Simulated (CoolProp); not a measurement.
Vapour-liquid equilibrium of carbon dioxide (1) + R134a (2) at -42.55 °C; x and y are mole fractions of (1).

The numbers come from the multi-fluid Helmholtz-energy mixture model, Span 1996 and Tillner-Roth 1994; pair parameters Bell 2016 in CoolProp.

| x | bubble pressure (kPa) | y at the bubble point | dew pressure at overall composition x (kPa) | liquid density (mol/L) |
|---|---|---|---|---|
| 0.05 | 79.81 | 0.460 | 46.97 | 14.32 |
| 0.2 | 204.5 | 0.817 | 55.30 | ? |
| 0.35 | 342.5 | 0.908 | 67.20 | 16.78 |
| 0.5 | ? | 0.947 | 85.58 | ? |
| 0.65 | 607.8 | 0.968 | 117.9 | 20.03 |
| 0.8 | 733.7 | 0.983 | 189.9 | 22.11 |
| 0.95 | ? | 0.996 | 494.0 | 24.62 |

**Question.** Fill in the missing entries.

**Answer.** 
- 0.2, liquid density (mol/L): 15.47
- 0.5, bubble pressure (kPa): 478.7
- 0.5, liquid density (mol/L): 18.28
- 0.95, bubble pressure (kPa): 865.9

No azeotrope shows between x = 0.05 and 0.95.

The pair parameters rest on a limited set of measurements; away from them the model extrapolates.
